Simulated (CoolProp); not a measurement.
Vapour pressure (MPa) of CH2F2 (R32): the reference equation beside estimates from Tc = 78.1 °C, pc = 5.783 MPa, ω = 0.277. Clausius-Clapeyron is anchored at -96.15 °C with a constant enthalpy of vaporisation of 22.16 kJ/mol.

Values from CoolProp's reference Helmholtz-energy equation of state, Tillner-Roth 1997.

```
T (°C)   reference  Lee-Kesler  Clausius-Clapeyron  Redlich-Kwong  Soave-Redlich-Kwong  Peng-Robinson
-------  ---------  ----------  ------------------  -------------  -------------------  -------------
-100.95   0.003498    0.003000            0.003514       0.009894             0.003091       0.003371
-96.15    0.005347    0.004659            0.005347        0.01454             0.004789       0.005166
-91.35    0.007963    0.007045            0.007957        0.02082             0.007223       0.007714
-86.55     0.01158     0.01040             0.01160        0.02912              0.01063        0.01125
-81.75     0.01648     0.01500             0.01660        0.03988              0.01529        0.01605
-76.95     0.02300     0.02119             0.02333        0.05358              0.02154        0.02245
-72.15     0.03150     0.02937             0.03228        0.07071              0.02978        0.03083
-67.35     0.04242     0.03999             0.04397        0.09183              0.04044        0.04162
```

Absolute difference from the reference over all 8 rows, mean and median: Lee-Kesler 9.8 and 9.6 %, Clausius-Clapeyron 1.1 and 0.6 %, Redlich-Kwong 148.0 and 146.7 %, Soave-Redlich-Kwong 7.9 and 7.7 %, Peng-Robinson 2.8 and 2.7 %.
